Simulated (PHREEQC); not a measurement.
PHREEQC input (ion-association model, wateq4f.dat):

```
SOLUTION_MASTER_SPECIES
  An  An-  0  An  62.0  # stands for a non-complexing anion
SOLUTION_SPECIES
  An- = An-
    -log_k 0
    -gamma 3.0 0
PHASES
  Fix_H+
    H+ = H+
    -log_k 0
SOLUTION 1
  temp 25
  units mmol/kgw
  pH 7 charge
  S(6) 0.0245
  Ag 0.019
  Cu(2) 0.015
  Cl 0.72
  Ni 0.36
  Na 10
  An 10
END
SELECTED_OUTPUT 1
  -reset false
  -pH true
  -pe true
  -ionic_strength true
  -water true
  -totals Ag Cl Cu Na Ni S Cu(1) Cu(2) S(-2) S(6)
  -molalities Hfo_wOH Hfo_wOH2+ Hfo_wO- Hfo_sOH Hfo_sOH2+ Hfo_sO- Hfo_sONi+ Hfo_wONi+ Hfo_wSO4- Hfo_wOHSO4-2
    Hfo_sOAg Hfo_wOAg Hfo_sOCu+ Hfo_wOCu+
  -saturation_indices Cu(OH)2 Brochantite Antlerite Atacamite Ni(OH)2 Ni4(OH)6SO4 Cerargyrite Ag2O Ag2SO4 Halite
    Mirabilite Chalcanthite Morenosite
USER_PUNCH 1
  -headings sigma psi
  10 PUNCH EDL("sigma", "Hfo"), EDL("psi", "Hfo")
PRINT
  -reset false
USE solution 1
SURFACE 1
  Hfo_wOH 0.00123596 600 0.55
  Hfo_sOH 3.08989e-05
EQUILIBRIUM_PHASES 1
  Fix_H+ -3 HAn 10
    -force_equality true
  O2(g) -0.68 10
END
# ... the last block is repeated for the other 12 points of pH, with NaOH or the acid as the point needs
```

Selected output (columns that matter, 13 of 13 rows; pH added in front):

```
pH	mu	Ag	Cl	Cu	Na	Ni	S	si_Cu(OH)2	si_Brochantite	si_Antlerite	si_Atacamite	si_Ni(OH)2	si_Ni4(OH)6SO4	si_Cerargyrite
3	0.012779	1.8999e-05	0.00072	1.4987e-05	0.01	0.00036	2.0192e-09	-7.6538	-26.338	-20.274	-11.568	-8.4439	-37.519	1.4527
3.67	0.011799	1.8994e-05	0.00072	1.4774e-05	0.01	0.00035999	3.4833e-09	-6.3139	-22.054	-17.331	-9.5562	-7.0972	-33.208	1.4542
4.33	0.011479	1.8957e-05	0.00072	1.2299e-05	0.01	0.0003598	1.1603e-08	-5.0716	-17.876	-14.394	-7.7309	-5.7752	-28.71	1.4538
5	0.011298	1.8808e-05	0.00072	4.2422e-06	0.01	0.00035778	6.1639e-08	-4.1929	-14.973	-12.37	-6.6433	-4.4363	-23.967	1.4508
5.67	0.011161	1.8545e-05	0.00072	6.6785e-07	0.01	0.00034463	4.4699e-07	-3.6574	-13.309	-11.242	-6.2418	-3.1116	-19.146	1.4449
6.33	0.010993	1.8577e-05	0.00072	1.0721e-07	0.01	0.00030515	3.2784e-06	-3.1611	-11.776	-10.205	-5.9088	-1.8434	-14.525	1.4459
7	0.010876	1.8389e-05	0.00072	3.0776e-08	0.010289	0.00017537	1.1608e-05	-2.7202	-10.798	-9.6681	-5.6966	-0.7437	-10.912	1.4418
7.67	0.010787	1.7407e-05	0.00071999	5.4669e-08	0.010601	4.3942e-05	2.0552e-05	-2.2401	-9.965	-9.3149	-5.4058	-0.0061	-9.0491	1.4182
8.33	0.010778	1.4243e-05	0.00071999	9.0757e-08	0.010725	4.2211e-06	2.4106e-05	-2.0028	-10.265	-9.8526	-5.5902	0.288	-9.122	1.3316
9	0.010802	7.89e-06	0.00071999	1.1438e-07	0.010779	2.8253e-07	2.4476e-05	-1.9008	-11.191	-10.88	-6.0541	0.3974	-10.018	1.0758
9.67	0.010863	2.7173e-06	0.00071999	1.4328e-07	0.010859	4.1331e-08	2.4498e-05	-1.8029	-12.139	-11.927	-6.5266	0.4978	-10.957	0.6129
10.33	0.011076	7.5554e-07	0.00071999	1.9902e-07	0.011099	3.7125e-08	2.45e-05	-1.6606	-12.892	-12.821	-6.9017	0.6421	-11.701	0.0538
11	0.012002	2.156e-07	0.00071999	3.6153e-07	0.012067	1.0782e-07	2.45e-05	-1.4037	-13.212	-13.398	-7.0593	0.9039	-12.001	-0.5079
```

Along this series the solution becomes supersaturated in solids that the run did not let form, among them Ni(OH)2, Cerargyrite. The database's constant for dissolved Cu(OH)2 is higher than later reviews accept. The oxide is taken as insoluble; below pH 4 it would dissolve.
